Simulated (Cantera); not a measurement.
**Equilibrium for fluorocarbon and chlorocarbon gases: c-C₄F₈ + HCl**

Feed: 1 mol c-C₄F₈, 0.047 mol HCl, held at 0.100 bar.

Method: chemical equilibrium by Gibbs-energy minimisation in Cantera with the NASA 1993 tables (ideal gas, pure condensed phases). Candidate condensed phases: C, C₆H₆, C₇H₈, C₈H₁₈; 118 gas species. The feed counts by its element totals alone. Gases not in the tables: C₂F₆ and larger saturated fluorocarbons. Equilibrium is a limit: real reactors are often held back by kinetics, nucleation or transport.

```
T (K)  x CF₄    x HF     x Cl  x CClF₃     x Cl₂     x CF₂  n C(graphite)
-----  -----  ------  -------  -------  --------  --------  -------------
1200   0.963  0.0203  0.00117  0.00676   0.00612   4.80e-7           2.01
1250   0.963  0.0207  0.00192  0.00657   0.00607   1.48e-6           2.01
1300   0.962  0.0211  0.00300  0.00631   0.00584   4.19e-6           2.01
1350   0.961  0.0214  0.00445  0.00597   0.00544   1.09e-5           2.01
1400   0.960  0.0216  0.00627  0.00555   0.00487   2.67e-5           2.01
1450   0.959  0.0218  0.00842  0.00505   0.00416   6.11e-5           2.01
1500   0.958  0.0220   0.0107  0.00447   0.00338  0.000132           2.01
1550   0.957  0.0221   0.0130  0.00387   0.00260  0.000272           2.01
1600   0.956  0.0222   0.0151  0.00327   0.00190  0.000535           2.01
1650   0.955  0.0223   0.0169  0.00270   0.00133   0.00101           2.01
1700   0.953  0.0224   0.0183  0.00221  0.000909   0.00183           2.01
1750   0.951  0.0224   0.0194  0.00178  0.000609   0.00320           2.01
1800   0.948  0.0224   0.0201  0.00144  0.000405   0.00542           2.01
```
x: gas mole fraction; n: condensed amount in mol.

From 1200 K to 1800 K the condensed part is C(graphite). The main C-bearing gas is CF₄ throughout.
